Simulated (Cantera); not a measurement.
Silicon epitaxy and polysilicon growth: SiHCl₃ + Cl₂ + N₂

A closed system holds: 1 mol SiHCl₃, 0.32 mol Cl₂, 75 mol N₂, equilibrated at 0.133 bar.

Equilibrium computed with Cantera from the NASA thermochemical tables; the gas is ideal and each condensed phase is pure. Candidate condensed phases: NH₄Cl, Si, Si₃N₄; 28 gas species. N₂ is the only nitrogen source here; it is nearly inert below about 1500 K, so the nitride shown seldom forms there in practice. The tables' values for SiCl₃ are old estimates; treat these amounts as uncertain. Kinetics and transport are ignored.

```csv
T (K),x N₂,x HCl,x SiCl₄,x SiCl₃,x SiCl₂,x H₂,x SiHCl₃,n Si₃N₄(s)
800,0.979,0.0113,0.00908,4.11e-8,2.06e-11,0.000889,6.45e-7,0.102
850,0.979,0.0115,0.00903,1.79e-7,2.53e-10,0.000790,1.03e-6,0.103
900,0.979,0.0117,0.00899,6.64e-7,2.34e-9,0.000710,1.55e-6,0.104
950,0.979,0.0118,0.00896,2.14e-6,1.71e-8,0.000645,2.25e-6,0.105
1000,0.979,0.0119,0.00893,6.13e-6,1.02e-7,0.000592,3.13e-6,0.106
1050,0.979,0.0120,0.00889,1.58e-5,5.10e-7,0.000547,4.21e-6,0.106
1100,0.979,0.0121,0.00886,3.74e-5,2.20e-6,0.000510,5.52e-6,0.107
1150,0.978,0.0121,0.00881,8.19e-5,8.33e-6,0.000478,7.05e-6,0.107
1200,0.978,0.0122,0.00872,0.000167,2.81e-5,0.000452,8.80e-6,0.106
1250,0.978,0.0122,0.00856,0.000319,8.53e-5,0.000430,1.07e-5,0.105
1300,0.978,0.0122,0.00828,0.000573,0.000235,0.000414,1.28e-5,0.101
1350,0.978,0.0122,0.00780,0.000963,0.000592,0.000405,1.48e-5,0.0943
1400,0.977,0.0122,0.00701,0.00150,0.00136,0.000406,1.65e-5,0.0811
```
x: gas mole fraction; n: condensed amount in mol.

From 800 K to 1400 K the condensed part is Si₃N₄(s). The main Si-bearing gas is SiCl₄ throughout.
